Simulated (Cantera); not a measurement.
Input: 1 mol Al, 1.2 mol H2O, 30 mol H2, equilibrated at 24.0 bar.

Equilibrium computed with Cantera from the NASA thermochemical tables; the gas is ideal and each condensed phase is pure. Candidate condensed phases: Al, Al2O3, H2O; 19 gas species. Mutual solubility and eutectic melting of coexisting phases are not modelled. The numbers say what is thermodynamically allowed, not how fast it happens.

Problem. Which condensed phases are stable at each of these points (T (K)): 675, 750, 825, 900, 975, 1050, 1125?

Solution. 
| T (K) | condensed phases | Al condensed (%) |
|---|---|---|
| 675 | Al(s) + Al2O3(s) | 100.0 |
| 750 | Al(s) + Al2O3(s) | 100.0 |
| 825 | Al(s) + Al2O3(s) | 100.0 |
| 900 | Al(s) + Al2O3(s) | 100.0 |
| 975 | Al(l) + Al2O3(s) | 100.0 |
| 1050 | Al(l) + Al2O3(s) | 100.0 |
| 1125 | Al(l) + Al2O3(s) | 100.0 |

From 675 K to 900 K the condensed part is Al(s) + Al2O3(s). From 975 K to 1125 K the condensed part is Al(l) + Al2O3(s).
